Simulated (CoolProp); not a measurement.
Values from CoolProp's reference Helmholtz-energy equation of state, Lemmon 2006. It is a short technical equation, of lower accuracy than the large ones.

Question: For hydrogen sulfide, give the phase and the speed of sound (m/s), Joule-Thomson coefficient (K/MPa) at 427.1 K and 142 kPa; 427.1 K and 1840 kPa.

Answer: 
- 427.1 K and 142 kPa: gas; speed of sound 367, Joule-Thomson coefficient 7.77
- 427.1 K and 1840 kPa: gas; speed of sound 359, Joule-Thomson coefficient 7.83
